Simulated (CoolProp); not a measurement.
Vapour-liquid equilibrium of R134a (1) + R236FA (2) at 190.6 K; x and y are mole fractions of (1).

Model: multi-fluid Helmholtz-energy mixture model, Tillner-Roth 1994 and Pan 2012; pair parameters Bell 2016, in CoolProp.

| x | bubble pressure, mixture model (MPa) | bubble pressure, Raoult's law (MPa) | y, mixture model | y, Raoult's law |
|---|---|---|---|---|
| 0.05 | 0.0006529 | 0.0006486 | 0.233 | 0.229 |
| 0.2 | 0.001023 | 0.001014 | 0.587 | 0.585 |
| 0.35 | 0.001387 | 0.001380 | 0.751 | 0.752 |
| 0.5 | 0.001749 | 0.001746 | 0.848 | 0.849 |
| 0.65 | 0.002111 | 0.002112 | 0.911 | 0.913 |
| 0.8 | 0.002477 | 0.002478 | 0.957 | 0.957 |
| 0.95 | 0.002843 | 0.002843 | 0.991 | 0.991 |

The largest gap from Raoult's law is +0.9 % in bubble pressure, at x = 0.2. No azeotrope shows between x = 0.05 and 0.95.

Pair parameters are fitted to limited data, so mixtures are less certain than the pure fluids.
